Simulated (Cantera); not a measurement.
What does this Cantera script print?

```python
import numpy as np
import cantera as ct

gas_names = """
    AL ALCL ALCL2 ALCL3 ALH ALN AL2 AL2CL6 CL CL2 H HCL H2 N NH NH2 NH3 N2 N2H2 N2H4
""".split()
cond_names = """
    AL(cr) AL(L) ALCL3(s) ALCL3(L) ALN(s) NH4CL(a) NH4CL(b)
""".split()


def load(file, names, dense=False):
    # The tables refer to 1 bar. Condensed volumes are neglected.
    table = {s.name: s for s in ct.Species.list_from_file(file)}
    out = []
    for n in names:
        d = dict(table[n].input_data)
        d["thermo"] = dict(d["thermo"], **{"reference-pressure": 1e5})
        if dense:
            d["equation-of-state"] = {"model": "constant-volume", "density": "1e6 g/cm^3"}
        out.append(ct.Species.from_dict(d))
    return out


gas = ct.Solution(thermo="ideal-gas", species=load("nasa_gas.yaml", gas_names))
cond = {s.name: ct.Solution(thermo="fixed-stoichiometry", species=[s], name=s.name)
        for s in load("nasa_condensed.yaml", cond_names, dense=True)}
atoms = {
    'AlN': {'AL': 1, 'N': 1},
    'Cl2': {'CL': 2},
    'H2': {'H': 2},
}
top_T = {'ALN(s)': 2750}  # K; cautious upper limits of use, not melting points


def equilibrate(T, P, feed):
    n = {}
    for name, mol in feed.items():
        for a, k in atoms[name].items():
            n[a] = n.get(a, 0.0) + k * mol
    gas.TPX = T, P, n
    mass = sum(n.values()) * gas.mean_molecular_weight
    gas.equilibrate("TP")
    valid = [c for c in cond.values() if c.min_temp <= T <= top_T.get(c.name, c.max_temp)]
    mix = ct.Mixture([(gas, mass / gas.mean_molecular_weight)] + [(c, 0.0) for c in valid])
    mix.T, mix.P = T, P
    mix.equilibrate("TP", solver="vcs", rtol=1e-11, max_steps=5000)
    return mix


results = []
T = 1625  # K
P = 82000  # Pa
for m in [0.034, 0.042, 0.053, 0.066, 0.082, 0.1, 0.13, 0.16, 0.2, 0.25]:
    feed = {'AlN': 1, 'Cl2': m, 'H2': 0.56}  # mol
    mix = equilibrate(T, P, feed)
    results.append((T, P, feed, dict(zip(mix.species_names, mix.species_moles))))
    x = sorted(zip(gas.X, gas.species_names), reverse=True)
    print(f"T = {T:g} K  P = {P:g} Pa  n(Cl2) = {m:g} mol  gas = {mix.phase_moles(0):.4g} mol")
    print("   x: " + "  ".join(f"{s} {v:.3e}" for v, s in x if v > 1e-06))
    print("   condensed (mol): " + ("  ".join(f"{mix.phase(i).name} {mix.phase_moles(i):.4g}"
          for i in range(1, mix.n_phases) if mix.phase_moles(i) > 1e-12) or "none"))
```

Output:

```
T = 1625 K  P = 82000 Pa  n(Cl2) = 0.034 mol  gas = 0.5968 mol
   x: H2 9.154e-01  HCL 4.589e-02  ALCL3 1.946e-02  N2 1.288e-02  ALCL2 3.362e-03  ALCL 2.934e-03  H 7.454e-05  NH3 3.565e-06  CL 2.943e-06
   condensed (mol): ALN(s) 0.9846
T = 1625 K  P = 82000 Pa  n(Cl2) = 0.042 mol  gas = 0.605 mol
   x: H2 8.997e-01  HCL 5.169e-02  ALCL3 2.548e-02  N2 1.616e-02  ALCL2 3.874e-03  ALCL 2.975e-03  H 7.390e-05  NH3 3.892e-06  CL 3.343e-06
   condensed (mol): ALN(s) 0.9804
T = 1625 K  P = 82000 Pa  n(Cl2) = 0.053 mol  gas = 0.6163 mol
   x: H2 8.794e-01  HCL 5.852e-02  ALCL3 3.383e-02  N2 2.067e-02  ALCL2 4.492e-03  ALCL 3.013e-03  H 7.306e-05  NH3 4.252e-06  CL 3.828e-06
   condensed (mol): ALN(s) 0.9745
T = 1625 K  P = 82000 Pa  n(Cl2) = 0.066 mol  gas = 0.6296 mol
   x: H2 8.568e-01  HCL 6.532e-02  ALCL3 4.368e-02  N2 2.592e-02  ALCL2 5.129e-03  ALCL 3.042e-03  H 7.212e-05  NH3 4.581e-06  CL 4.329e-06
   condensed (mol): ALN(s) 0.9674
T = 1625 K  P = 82000 Pa  n(Cl2) = 0.082 mol  gas = 0.6459 mol
   x: H2 8.308e-01  HCL 7.231e-02  ALCL3 5.564e-02  N2 3.226e-02  ALCL2 5.811e-03  ALCL 3.066e-03  H 7.102e-05  NH3 4.879e-06  CL 4.867e-06  AL2CL6 1.506e-06
   condensed (mol): ALN(s) 0.9583
T = 1625 K  P = 82000 Pa  n(Cl2) = 0.1 mol  gas = 0.6642 mol
   x: H2 8.036e-01  HCL 7.882e-02  ALCL3 6.874e-02  N2 3.915e-02  ALCL2 6.478e-03  ALCL 3.084e-03  H 6.985e-05  CL 5.394e-06  NH3 5.113e-06  AL2CL6 2.300e-06
   condensed (mol): ALN(s) 0.948
T = 1625 K  P = 82000 Pa  n(Cl2) = 0.13 mol  gas = 0.6948 mol
   x: H2 7.623e-01  ALCL3 8.963e-02  HCL 8.737e-02  N2 5.008e-02  ALCL2 7.421e-03  ALCL 3.104e-03  H 6.803e-05  CL 6.139e-06  NH3 5.343e-06  AL2CL6 3.909e-06
   condensed (mol): ALN(s) 0.9304
T = 1625 K  P = 82000 Pa  n(Cl2) = 0.16 mol  gas = 0.7253 mol
   x: H2 7.252e-01  ALCL3 1.093e-01  HCL 9.389e-02  N2 6.029e-02  ALCL2 8.210e-03  ALCL 3.117e-03  H 6.635e-05  CL 6.764e-06  AL2CL6 5.809e-06  NH3 5.439e-06
   condensed (mol): ALN(s) 0.9125
T = 1625 K  P = 82000 Pa  n(Cl2) = 0.2 mol  gas = 0.7659 mol
   x: H2 6.809e-01  ALCL3 1.335e-01  HCL 1.004e-01  N2 7.287e-02  ALCL2 9.092e-03  ALCL 3.128e-03  H 6.429e-05  AL2CL6 8.673e-06  CL 7.463e-06  NH3 5.441e-06
   condensed (mol): ALN(s) 0.8884
T = 1625 K  P = 82000 Pa  n(Cl2) = 0.25 mol  gas = 0.8167 mol
   x: H2 6.326e-01  ALCL3 1.610e-01  HCL 1.061e-01  N2 8.707e-02  ALCL2 9.999e-03  ALCL 3.138e-03  H 6.197e-05  AL2CL6 1.261e-05  CL 8.183e-06  NH3 5.326e-06
   condensed (mol): ALN(s) 0.8578
```

Cantera equilibrium calculation (NASA polynomials, part measured and part estimated; ideal gas, pure solids and liquids). The tables' values for AlCl2 are old estimates; treat these amounts as uncertain.
